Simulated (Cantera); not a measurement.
An isothermal, constant-pressure homogeneous reactor starts with CH4 : CO2 = 1 : 2.7 (molar parts), at 1250 K and 97000 Pa. Integrator tolerance rtol = 1e-08.

Computed with Cantera and GRI-Mech 3.0 (53 species, 325 reactions).

What does this change do: temperature 1250 to 2000 K?


```
quantity                                            before                                      after
-----------------  ---------------------------------------  -----------------------------------------
x(CH4) at 7.00 s     0.265 (gas-phase equilibrium 6.48e-6)  6.35e-10 (gas-phase equilibrium 6.95e-10)
x(CO2) at 7.00 s       0.727 (gas-phase equilibrium 0.172)        0.120 (gas-phase equilibrium 0.120)
x(H2O2) at 7.00 s    <1e-12 (gas-phase equilibrium <1e-12)  9.97e-11 (gas-phase equilibrium 9.97e-11)
x(HCO) at 7.00 s   <1e-12 (gas-phase equilibrium 5.74e-10)    1.26e-7 (gas-phase equilibrium 1.26e-7)
x(O2) at 7.00 s      <1e-12 (gas-phase equilibrium <1e-12)    9.34e-8 (gas-phase equilibrium 9.34e-8)
x(H) at 7.00 s     4.55e-9 (gas-phase equilibrium 2.34e-7)  0.000690 (gas-phase equilibrium 0.000690)
```
